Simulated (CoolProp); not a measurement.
Model: reference Helmholtz-energy equation of state, de Vries 1995, in CoolProp.

**Question.** Give the vapour pressure (kPa), vapour Z, surface tension (mN/m), liquid viscosity (µPa s) of saturated R124 at 2.55, 23.05, 34.75 °C.

**Answer.** 
| T (°C) | p (kPa) | vapour Z | surface tension (mN/m) | liquid viscosity (µPa s) |
|---|---|---|---|---|
| 2.55 | 179 | 0.936 | 12.4 | 328 |
| 23.05 | 360 | 0.896 | 9.89 | 254 |
| 34.75 | 512 | 0.868 | 8.51 | 221 |

Viscosity comes from a separate model (Bell 2016), an estimate that may be off by 10 % or more. Surface tension comes from a separate correlation (Mulero 2012).
